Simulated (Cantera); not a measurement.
## Ignition delay

Mixture: CO : H2 : CH4 : O2 : N2 = 1 : 0.11 : 0.46 : 1.96 : 7.37 (molar parts), equivalence ratio 0.75, at 2.37 atm, adiabatic and at constant pressure. Ignition delay is the time to a rise of 400 K.

Computed with Cantera and GRI-Mech 3.0 (53 species, 325 reactions). Below about 1000 K GRI-Mech 3.0 lacks low-temperature oxidation paths.

```
T0 (K)  delay (ms)
------  ----------
950           42.4
1050          7.77
1150          3.02
1250          1.24
1350         0.522
1450         0.238
1550         0.120
1650        0.0665
```

```json
{
 "apparent activation energy between 1450 and 1650 K": "130 kJ/mol"
}
```
